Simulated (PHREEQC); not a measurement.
Make-up at 45 °C: 5.4 mmol/kgw Pb(NO3)2. Closed to the air; pH follows from the charge balance.

Equilibrium calculation in PHREEQC: ion-association model, phreeqc.dat.

Precipitation was switched off in this run.

**Question.** Estimate the pH.

**Answer.** pH 5.08.

**Question.** In which forms is Pb present?

**Answer.** Pb+2 91 %, PbNO3+ 8.3 % of the Pb.

Examples of supersaturated solids here: Pb(OH)2. Others may be too. Constants without temperature data keep their 25 °C values here.
